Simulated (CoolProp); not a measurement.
Properties of m-xylene along the isotherm 277.35 °C.

Computed with CoolProp (reference Helmholtz-energy equation of state, Zhou 2012).

```json
[
 {"p (MPa)": "2.21", "phase": "liquid", "cv (kJ/(kg K))": "2.092", "viscosity (µPa s)": "87.6"},
 {"p (MPa)": "4.42", "phase": "liquid", "cv (kJ/(kg K))": "2.084", "viscosity (µPa s)": "94.1"},
 {"p (MPa)": "6.63", "phase": "liquid", "cv (kJ/(kg K))": "2.080", "viscosity (µPa s)": "99.9"},
 {"p (MPa)": "8.84", "phase": "liquid", "cv (kJ/(kg K))": "2.076", "viscosity (µPa s)": "105"},
 {"p (MPa)": "11", "phase": "liquid", "cv (kJ/(kg K))": "2.074", "viscosity (µPa s)": "110"},
 {"p (MPa)": "13.3", "phase": "liquid", "cv (kJ/(kg K))": "2.072", "viscosity (µPa s)": "114"},
 {"p (MPa)": "15.5", "phase": "liquid", "cv (kJ/(kg K))": "2.070", "viscosity (µPa s)": "119"},
 {"p (MPa)": "17.7", "phase": "liquid", "cv (kJ/(kg K))": "2.069", "viscosity (µPa s)": "123"}
]
```

Viscosity comes from a separate model (Cao 2016).
